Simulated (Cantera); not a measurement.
Gas mixture: 100 % O2, at 0.987 atm, frozen composition.

Cantera's kinetic-theory transport with the Lennard-Jones parameters of GRI-Mech 3.0, ideal gas; thermal conductivity in the mixture-averaged form.

One state of this run: ρ (kg/m³) = 0.385; cp (J/kg/K) = 1090; μ (µPa s) = 47.9; λ (mW/m/K) = 73.6; Pr = 0.710; D (cm²/s) H = 10.3; D (cm²/s) OH = 2.53; D (cm²/s) CH4 = 1.83. D: mixture-averaged diffusion coefficient of that species in the mixture.

Which value of T (K) does it belong to?
A) 700
B) 1000
C) 850
D) 400

B, 1000
